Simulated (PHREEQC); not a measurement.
A solution holds 0.0035 mol HF and 0.29 mol KF per kg of water, at 25 °C. Closed to the air; pH follows from the charge balance.

Computed with PHREEQC (ion-association model, phreeqc.dat).

| quantity | before | after |
|---|---|---|
| pH | 5.21 | 5.73 |
| HF2- (mol/kgw) | 0.00182 | 0.00190 |
| HF (mol/kgw) | 0.00167 | 0.00160 |

Q: Name the change that produced these shifts.
A) temperature from 25 to 85 °C
B) HF from 0.0035 to 0.0007 mol/kgw
C) diluted 100-fold with water
D) HF from 0.0035 to 0.00035 mol/kgw

A: A, temperature from 25 to 85 °C

Precipitation was switched off in this run. Constants without temperature data keep their 25 °C values here.
